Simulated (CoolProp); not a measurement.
Properties of C2F6 (R116) along the isobar 4.18 MPa (Tc = 19.9 °C, pc = 3.048 MPa, ω = 0.257).

Computed with CoolProp (reference Helmholtz-energy equation of state, Lemmon 2006). It is a short technical equation, of lower accuracy than the large ones.

| T (°C) | phase | cv (kJ/(kg K)) | conductivity (mW/(m K)) | Prandtl number |
|---|---|---|---|---|
| -20.75 | liquid | 0.7076 | 56.9 | 3.52 |
| -3.45 | liquid | 0.7334 | 50.3 | 3.25 |
| 13.75 | liquid | 0.7644 | 42.9 | 3.12 |
| 31.05 | supercritical | 0.8301 | 34.7 | 3.85 |
| 48.35 | supercritical | 0.8202 | 24.9 | 1.47 |
| 65.55 | supercritical | 0.8197 | 23.0 | 1.14 |
| 82.85 | supercritical | 0.8307 | 22.9 | 1.03 |
| 100.05 | supercritical | 0.8453 | 23.5 | 0.983 |
| 117.35 | supercritical | 0.8612 | 24.4 | 0.952 |
| 134.55 | supercritical | 0.8772 | 25.4 | 0.932 |
| 151.85 | supercritical | 0.8932 | 26.5 | 0.918 |

Viscosity comes from a separate model (Huber 2003), an estimate that may be off by 10 % or more. Thermal conductivity comes from a separate model (Huber 2003), an estimate that may be off by 10 % or more.
